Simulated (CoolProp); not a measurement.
Properties of propane along the isobar 101 kPa.

The numbers come from the reference Helmholtz-energy equation of state, Lemmon 2009 in CoolProp.

```csv
T (°C),phase,cv (kJ/(kg K)),Joule-Thomson coefficient (K/MPa),isothermal compressibility (1/MPa),conductivity (mW/(m K)),Prandtl number,fugacity coefficient
-91.65,liquid,1.358,-0.5322,0.001084,160,4.86,0.05634
-84.65,liquid,1.366,-0.5197,0.001172,(withheld),4.55,(withheld)
-77.65,liquid,1.376,-0.5060,0.001270,(withheld),4.28,0.1498
-70.65,liquid,1.387,-0.4910,0.001379,(withheld),4.06,0.2303
-63.75,liquid,1.399,-0.4748,0.001500,142,3.87,(withheld)
-56.75,liquid,1.413,-0.4567,0.001636,138,3.70,(withheld)
-49.75,liquid,1.428,-0.4368,0.001791,134,3.56,0.6879
-42.75,liquid,1.445,-0.4149,0.001967,130,3.43,0.9411
-35.75,gas,(withheld),34.55,10.26,12.2,0.779,(withheld)
```

Problem. Some entries are withheld; supply them.

Solution. 
- -84.65, conductivity (mW/(m K)): 155
- -84.65, fugacity coefficient: 0.09386
- -77.65, conductivity (mW/(m K)): 151
- -70.65, conductivity (mW/(m K)): 147
- -63.75, fugacity coefficient: 0.3403
- -56.75, fugacity coefficient: 0.4905
- -35.75, cv (kJ/(kg K)): 1.240
- -35.75, fugacity coefficient: 0.9672

Viscosity comes from a separate model (Vogel 1998). Thermal conductivity comes from a separate model (Marsh 2002).
